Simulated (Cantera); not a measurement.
Input (Python, Cantera):

```python
import numpy as np
import cantera as ct

gas = ct.Solution("gri30.yaml")
gas.TPX = 1600, 1000000, {'CH4': 1, 'H2O': 0.97, 'H2': 0.12}
reactor = ct.IdealGasConstPressureReactor(gas, energy="off", clone=False)
net = ct.ReactorNet([reactor])
net.rtol, net.atol = 1e-08, 1e-18
show = ['CH4', 'H2O', 'H2', 'C2H4', 'CH2O', 'OH']
times = np.geomspace(1e-06, 7, 12)

steps = ct.SolutionArray(gas, extra=["t"])
rows = []
print(f"{'t/s':>10s}{'T/K':>9s}{'P/Pa':>11s}" + "".join(f"{s:>11s}" for s in show))
for t in times:
    while net.time < t:
        t_next = net.step()
        steps.append(gas.state, t=t_next)
    rows.append([np.interp(t, steps.t, y) for y in (steps.T, steps.P, *steps(*show).X.T)])
    print(f"{t:10.3e}{rows[-1][0]:9.1f}{rows[-1][1]:11.4g}" + "".join(f"{x:11.3e}" for x in rows[-1][2:]))
rate = np.gradient(steps.T, steps.t)
print("integrator steps:", len(steps.t))
if steps.T.max() > steps.T[0] + 200:
    print(f"time of steepest temperature rise: {steps.t[rate.argmax()]:.4e} s")
gas.TPX = 1600, 1000000, {'CH4': 1, 'H2O': 0.97, 'H2': 0.12}
gas.equilibrate("TP")
print(f"equilibrium (TP): T = {gas.T:.1f} K  " + "  ".join(f"{s} {gas[s].X[0]:.3e}" for s in show))
```

Result:

```
       t/s      T/K       P/Pa        CH4        H2O         H2       C2H4       CH2O         OH
 1.000e-06   1600.0      1e+06  4.784e-01  4.641e-01  5.743e-02  4.738e-09  6.599e-11  4.597e-08
 4.191e-06   1600.0      1e+06  4.783e-01  4.641e-01  5.746e-02  3.917e-07  4.222e-09  1.667e-07
 1.756e-05   1600.0      1e+06  4.780e-01  4.641e-01  5.763e-02  1.196e-05  1.127e-07  3.181e-07
 7.359e-05   1600.0      1e+06  4.766e-01  4.640e-01  5.844e-02  1.421e-04  1.017e-06  3.857e-07
 3.084e-04   1600.0      1e+06  4.699e-01  4.631e-01  6.309e-02  1.671e-03  6.261e-06  5.007e-07
 1.292e-03   1600.0      1e+06  4.400e-01  4.557e-01  8.914e-02  8.482e-03  8.549e-06  5.123e-07
 5.416e-03   1600.0      1e+06  3.490e-01  4.268e-01  1.776e-01  1.281e-02  5.321e-06  4.466e-07
 2.270e-02   1600.0      1e+06  2.144e-01  3.811e-01  3.093e-01  2.355e-02  2.692e-06  4.110e-07
 9.512e-02   1600.0      1e+06  1.761e-01  3.381e-01  3.703e-01  2.581e-02  1.833e-06  3.765e-07
 3.986e-01   1600.0      1e+06  1.725e-01  2.612e-01  4.339e-01  1.804e-02  1.141e-06  2.681e-07
 1.670e+00   1600.0      1e+06  1.423e-01  1.645e-01  5.307e-01  8.249e-03  6.760e-07  1.526e-07
 7.000e+00   1600.0      1e+06  9.208e-02  8.730e-02  6.257e-01  2.499e-03  5.890e-07  7.469e-08
integrator steps: 1473
equilibrium (TP): T = 1600.0 K  CH4 9.101e-03  H2O 1.548e-03  H2 7.495e-01  C2H4 1.711e-05  CH2O 7.713e-07  OH 1.211e-09
```

Detailed kinetics in Cantera: GRI-Mech 3.0 (53 species, 325 reactions).
